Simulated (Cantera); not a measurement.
## Halide evaporation, hydrolysis and transport: SrCl₂ + HCl + N₂

Charge: 1 mol SrCl₂, 0.068 mol HCl, 24 mol N₂, at 1.33 mbar.

Equilibrium computed with Cantera from the NASA thermochemical tables; the gas is ideal and each condensed phase is pure. Candidate condensed phases: NH₄Cl, Sr, SrCl₂; 15 gas species. The numbers say what is thermodynamically allowed, not how fast it happens.

```json
[
 {"T (°C)": "877", "x N₂": "0.997", "x SrCl₂": "0.000247", "x Cl": "3.72e-6", "x SrCl": "4.78e-12", "x HCl": "0.00282", "x H": "2.79e-9", "x Sr": "<1e-12", "x H₂": "1.86e-6", "n SrCl₂(l)": "0.994"},
 {"T (°C)": "977", "x N₂": "0.994", "x SrCl₂": "0.00306", "x Cl": "1.26e-5", "x SrCl": "9.11e-10", "x HCl": "0.00280", "x H": "3.32e-8", "x Sr": "<1e-12", "x H₂": "6.31e-6", "n SrCl₂(l)": "0.926"},
 {"T (°C)": "1077", "x N₂": "0.972", "x SrCl₂": "0.0252", "x Cl": "3.53e-5", "x SrCl": "7.83e-8", "x HCl": "0.00272", "x H": "2.73e-7", "x Sr": "4.72e-12", "x H₂": "1.75e-5", "n SrCl₂(l)": "0.377"},
 {"T (°C)": "1177", "x N₂": "0.957", "x SrCl₂": "0.0399", "x Cl": "8.59e-5", "x SrCl": "9.32e-7", "x HCl": "0.00263", "x H": "1.67e-6", "x Sr": "2.96e-10", "x H₂": "4.16e-5", "n SrCl₂(l)": "0"},
 {"T (°C)": "1277", "x N₂": "0.957", "x SrCl₂": "0.0399", "x Cl": "0.000187", "x SrCl": "5.38e-6", "x HCl": "0.00253", "x H": "8.04e-6", "x Sr": "7.27e-9", "x H₂": "8.68e-5", "n SrCl₂(l)": "0"},
 {"T (°C)": "1377", "x N₂": "0.957", "x SrCl₂": "0.0399", "x Cl": "0.000369", "x SrCl": "2.53e-5", "x HCl": "0.00237", "x H": "3.11e-5", "x Sr": "1.22e-7", "x H₂": "0.000156", "n SrCl₂(l)": "0"},
 {"T (°C)": "1477", "x N₂": "0.957", "x SrCl₂": "0.0398", "x Cl": "0.000678", "x SrCl": "9.87e-5", "x HCl": "0.00213", "x H": "9.85e-5", "x Sr": "1.47e-6", "x H₂": "0.000239", "n SrCl₂(l)": "0"},
 {"T (°C)": "1577", "x N₂": "0.957", "x SrCl₂": "0.0395", "x Cl": "0.00120", "x SrCl": "0.000322", "x HCl": "0.00186", "x H": "0.000255", "x Sr": "1.28e-5", "x H₂": "0.000300", "n SrCl₂(l)": "0"},
 {"T (°C)": "1677", "x N₂": "0.956", "x SrCl₂": "0.0389", "x Cl": "0.00215", "x SrCl": "0.000860", "x HCl": "0.00157", "x H": "0.000541", "x Sr": "7.67e-5", "x H₂": "0.000297", "n SrCl₂(l)": "0"},
 {"T (°C)": "1777", "x N₂": "0.954", "x SrCl₂": "0.0375", "x Cl": "0.00394", "x SrCl": "0.00189", "x HCl": "0.00130", "x H": "0.000943", "x Sr": "0.000323", "x H₂": "0.000230", "n SrCl₂(l)": "0"},
 {"T (°C)": "1877", "x N₂": "0.951", "x SrCl₂": "0.0351", "x Cl": "0.00722", "x SrCl": "0.00351", "x HCl": "0.00102", "x H": "0.00138", "x Sr": "0.00102", "x H₂": "0.000143", "n SrCl₂(l)": "0"}
]
```
x: gas mole fraction; n: condensed amount in mol.

From 877 °C to 1077 °C the condensed part is SrCl₂(l). From 1177 °C to 1877 °C nothing is condensed. The main Sr-bearing gas is SrCl₂ throughout.
